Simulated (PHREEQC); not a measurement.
Na2SO4 is added in steps, without added water, to 1 kg of water holding 0.0033 mol/kgw FeCl3 and 0.00016 mol/kgw MgSO4, at 25 °C. Oxygen alone is held at its pressure in air (log pO2 = -0.68). The system is closed to CO2. Solids allowed: Fe(OH)3(a), Halite. Others were left out.

Base run: PHREEQC, ion-association model, phreeqc.dat. Each further column changes one thing. The table gives MgSO4 (mol/kgw).

```json
[
 {"Na2SO4 added (mol)": "0", "base": "6.25e-7", "FeCl3 from 0.0033 to 0.00495 mol/kgw": "4.07e-7", "MgSO4 from 0.00016 to 0.00024 mol/kgw": "1.43e-6", "0.00016 mol/kgw Na2SiF6 added": "7.70e-7", "no solid may form": "6.25e-7"},
 {"Na2SO4 added (mol)": "0.003", "base": "1.81e-5", "FeCl3 from 0.0033 to 0.00495 mol/kgw": "1.19e-5", "MgSO4 from 0.00016 to 0.00024 mol/kgw": "2.78e-5", "0.00016 mol/kgw Na2SiF6 added": "2.03e-5", "no solid may form": "1.81e-5"},
 {"Na2SO4 added (mol)": "0.0045", "base": "2.74e-5", "FeCl3 from 0.0033 to 0.00495 mol/kgw": "1.96e-5", "MgSO4 from 0.00016 to 0.00024 mol/kgw": "4.17e-5", "0.00016 mol/kgw Na2SiF6 added": "2.95e-5", "no solid may form": "2.74e-5"},
 {"Na2SO4 added (mol)": "0.0075", "base": "4.16e-5", "FeCl3 from 0.0033 to 0.00495 mol/kgw": "3.38e-5", "MgSO4 from 0.00016 to 0.00024 mol/kgw": "6.27e-5", "0.00016 mol/kgw Na2SiF6 added": "4.31e-5", "no solid may form": "4.17e-5"},
 {"Na2SO4 added (mol)": "0.009", "base": "4.68e-5", "FeCl3 from 0.0033 to 0.00495 mol/kgw": "3.96e-5", "MgSO4 from 0.00016 to 0.00024 mol/kgw": "7.05e-5", "0.00016 mol/kgw Na2SiF6 added": "4.81e-5", "no solid may form": "4.69e-5"},
 {"Na2SO4 added (mol)": "0.012", "base": "5.48e-5", "FeCl3 from 0.0033 to 0.00495 mol/kgw": "4.88e-5", "MgSO4 from 0.00016 to 0.00024 mol/kgw": "8.24e-5", "0.00016 mol/kgw Na2SiF6 added": "5.57e-5", "no solid may form": "5.49e-5"},
 {"Na2SO4 added (mol)": "0.0135", "base": "5.79e-5", "FeCl3 from 0.0033 to 0.00495 mol/kgw": "5.24e-5", "MgSO4 from 0.00016 to 0.00024 mol/kgw": "8.70e-5", "0.00016 mol/kgw Na2SiF6 added": "5.88e-5", "no solid may form": "5.81e-5"},
 {"Na2SO4 added (mol)": "0.0165", "base": "6.30e-5", "FeCl3 from 0.0033 to 0.00495 mol/kgw": "5.83e-5", "MgSO4 from 0.00016 to 0.00024 mol/kgw": "9.46e-5", "0.00016 mol/kgw Na2SiF6 added": "6.37e-5", "no solid may form": "6.31e-5"},
 {"Na2SO4 added (mol)": "0.018", "base": "6.51e-5", "FeCl3 from 0.0033 to 0.00495 mol/kgw": "6.07e-5", "MgSO4 from 0.00016 to 0.00024 mol/kgw": "9.78e-5", "0.00016 mol/kgw Na2SiF6 added": "6.57e-5", "no solid may form": "6.52e-5"},
 {"Na2SO4 added (mol)": "0.021", "base": "6.87e-5", "FeCl3 from 0.0033 to 0.00495 mol/kgw": "6.48e-5", "MgSO4 from 0.00016 to 0.00024 mol/kgw": "0.000103", "0.00016 mol/kgw Na2SiF6 added": "6.92e-5", "no solid may form": "6.88e-5"},
 {"Na2SO4 added (mol)": "0.0225", "base": "7.02e-5", "FeCl3 from 0.0033 to 0.00495 mol/kgw": "6.65e-5", "MgSO4 from 0.00016 to 0.00024 mol/kgw": "0.000105", "0.00016 mol/kgw Na2SiF6 added": "7.07e-5", "no solid may form": "7.03e-5"},
 {"Na2SO4 added (mol)": "0.0255", "base": "7.29e-5", "FeCl3 from 0.0033 to 0.00495 mol/kgw": "6.96e-5", "MgSO4 from 0.00016 to 0.00024 mol/kgw": "0.000109", "0.00016 mol/kgw Na2SiF6 added": "7.33e-5", "no solid may form": "7.30e-5"},
 {"Na2SO4 added (mol)": "0.027", "base": "7.41e-5", "FeCl3 from 0.0033 to 0.00495 mol/kgw": "7.09e-5", "MgSO4 from 0.00016 to 0.00024 mol/kgw": "0.000111", "0.00016 mol/kgw Na2SiF6 added": "7.44e-5", "no solid may form": "7.42e-5"},
 {"Na2SO4 added (mol)": "0.03", "base": "7.61e-5", "FeCl3 from 0.0033 to 0.00495 mol/kgw": "7.33e-5", "MgSO4 from 0.00016 to 0.00024 mol/kgw": "0.000114", "0.00016 mol/kgw Na2SiF6 added": "7.65e-5", "no solid may form": "7.62e-5"}
]
```

 SiF6-2 is the database's only silicon fluoride. Fluoro complexes past AlF4- and FeF3 are missing from the database. In at least one series the solution becomes supersaturated in solids that the run did not let form, among them Fe(OH)3(a). Solids allowed in the column '0.00016 mol/kgw Na2SiF6 added': Chalcedony, Fe(OH)3(a), Halite.
